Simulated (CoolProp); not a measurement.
Vapour-liquid equilibrium of carbon monoxide (1) + methane (2) at -174.35 °C; x and y are mole fractions of (1).

Model: multi-fluid Helmholtz-energy mixture model, Lemmon 2006 and Setzmann 1991; pair parameters Kunz 2012, in CoolProp.

```csv
x,"bubble pressure, mixture model (MPa)","bubble pressure, Raoult's law (MPa)","y, mixture model","y, Raoult's law"
0.05,0.05794,0.05365,0.497,0.464
0.15,0.1161,0.1004,0.770,0.744
0.25,0.1742,0.1471,0.861,0.846
0.35,0.2288,0.1938,0.904,0.898
0.45,0.2777,0.2406,0.930,0.931
0.55,0.3207,0.2873,0.947,0.953
0.65,0.3592,0.3340,0.959,0.968
0.75,0.3954,0.3808,0.970,0.980
0.85,0.4325,0.4275,0.981,0.989
0.95,0.4740,0.4742,0.993,0.997
```

The largest gap from Raoult's law is +18.4 % in bubble pressure, at x = 0.25. No azeotrope shows between x = 0.05 and 0.95.

The pair parameters rest on a limited set of measurements; away from them the model extrapolates.
